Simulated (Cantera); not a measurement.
A freely propagating, adiabatic, planar premixed flame of CH4 : O2 : N2 : CO2 = 1 : 1.33 : 5.01 : 0.19 (molar parts), unburnt at 575 K and 5.00 bar; mixture-averaged transport, grid criteria slope 0.08 and curve 0.16, no radiation.

Detailed kinetics in Cantera: GRI-Mech 3.0 (53 species, 325 reactions). Burning velocities carry a grid error of a few per cent, more on coarse grids.

### Question
Predict: laminar burning velocity; thermal thickness; peak x(HCO).

### Answer
| Quantity | Result |
|---|---|
| laminar burning velocity | 20.7 cm/s |
| thermal thickness | 0.283 mm |
| peak x(HCO) | 3.09e-6 |
